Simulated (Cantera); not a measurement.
An isothermal, constant-pressure homogeneous reactor starts with 20.0 % CH₄, 80.0 % N₂, at 1350 K and 1330 Pa.

Detailed kinetics in Cantera: GRI-Mech 3.0 (53 species, 325 reactions). GRI-Mech 3.0 stops at C3 and has no aromatics, soot or wall deposition, so with more carbon than oxygen in the feed, carbon stays in small species such as C2H2 where larger ones or solid carbon would form. Radical loss at walls, strong at low pressure, is not modelled.

x: mole fraction; the columns are a selection and need not sum to one.

```
t (s)     x CH₄       x H       x CH₃      x C₂H₆    x C₂H₂        x H₂     x HCN
--------  -----  --------  ----------  ----------  --------  ----------  --------
5.00e-5   0.200  9.70e-10     2.95e-9      <1e-12    <1e-12    9.92e-10    <1e-12
0.000168  0.200   1.20e-9     1.19e-8      <1e-12    <1e-12     5.37e-9    <1e-12
0.000561  0.200   1.21e-9  (withheld)      <1e-12    <1e-12  (withheld)    <1e-12
0.00188   0.200   1.21e-9     1.46e-7      <1e-12    <1e-12     7.26e-8    <1e-12
0.00630   0.200   1.21e-9     4.93e-7    2.24e-11    <1e-12     2.46e-7    <1e-12
0.0211    0.200   1.21e-9     1.65e-6    8.37e-10    <1e-12     8.28e-7    <1e-12
0.0707    0.200   1.27e-9  (withheld)  (withheld)  2.77e-11  (withheld)    <1e-12
0.237     0.200   1.82e-9     1.69e-5     8.39e-7   3.84e-9     1.09e-5    <1e-12
0.794     0.200   5.11e-9     4.00e-5     1.09e-5   4.26e-7     6.66e-5    <1e-12
2.66      0.199   2.58e-8     7.56e-5     5.13e-5   2.99e-5    0.000635    <1e-12
8.91      0.195   1.54e-7     9.44e-5     8.32e-5  0.000931     0.00528  2.41e-12
29.8      0.181   5.06e-7     7.86e-5     5.59e-5   0.00660      0.0223  2.83e-11
100       0.153   1.15e-6     5.89e-5     2.94e-5    0.0191      0.0587  1.72e-10
```

Task: Fill in the missing entries.

Result: 
- 0.000561, x CH₃: 4.28e-8
- 0.000561, x H₂: 2.08e-8
- 0.0707, x CH₃: 5.49e-6
- 0.0707, x C₂H₆: 2.94e-8
- 0.0707, x H₂: 2.82e-6
